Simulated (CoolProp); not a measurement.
Saturated liquid density (kg/m³) of nitrogen: the reference equation beside estimates from Tc = 126.2 K, pc = 3396 kPa, ω = 0.037. Rackett uses Z = 0.29056 − 0.08775 ω.

The numbers come from the reference Helmholtz-energy equation of state, Span 2000 in CoolProp.

```tsv
T (K)	reference	Rackett	van der Waals	Redlich-Kwong	Soave-Redlich-Kwong	Peng-Robinson
95.6	…	725.2	490.0	701.1	699.3	792.4
99.2	694.2	…	475.0	674.2	673.2	763.0
102.9	…	681.3	458.4	644.3	644.1	730.0
106.6	646.5	656.5	440.3	611.7	612.3	…
110.3	619.1	629.2	420.4	575.9	577.1	…
113.9	…	599.2	398.6	536.8	538.4	608.0
117.6	552.2	563.0	372.4	490.5	492.3	554.0
121.3	505.0	516.6	…	433.6	…	486.8
```

Question: Fill in the missing entries.

Answer: 
- 95.6, reference: 714.9
- 99.2, Rackett: 704.3
- 102.9, reference: 671.3
- 106.6, Peng-Robinson: 693.6
- 110.3, Peng-Robinson: 652.9
- 113.9, reference: 588.9
- 121.3, van der Waals: 339.8
- 121.3, Soave-Redlich-Kwong: 435.3

Absolute difference from the reference over all 8 rows, mean and median: Rackett 1.7 and 1.6 %, van der Waals 32.0 and 32.0 %, Redlich-Kwong 6.9 and 6.2 %, Soave-Redlich-Kwong 6.8 and 6.0 %, Peng-Robinson 6.2 and 6.4 %.
